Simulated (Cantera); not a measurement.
Charge: 1 mol H2S, 4.5 mol O2, held at 3000 K and 4700 Pa.

Equilibrium computed with Cantera from the NASA thermochemical tables; the gas is ideal and each condensed phase is pure. Candidate condensed phases: H2O, H2SO4, S; 19 gas species. Equilibrium is a limit: real reactors are often held back by kinetics, nucleation or transport.

Base state: O2 0.325, O 0.298, SO2 0.0930, H 0.0907, OH 0.0831, SO 0.0470, H2O 0.0427, H2 0.0155 (mole fractions); condensed: gas only.

Task: What changes in the equilibrium state with this change: temperature from 3000 K to 2600 K?

Result: 
| species | before | after |
|---|---|---|
| O2 | 0.325 | 0.514 |
| SO2 | 0.0930 | 0.174 |
| H2O | 0.0427 | 0.138 |
| O | 0.298 | 0.0770 |
| H | 0.0907 | 0.0162 |
| SO | 0.0470 | 0.0109 |
| H2 | 0.0155 | 0.00838 |
| OH | 0.0831 | 0.0615 |
| S2 | 1.81e-5 | 2.93e-7 |
| S | 0.00496 | 0.000164 |
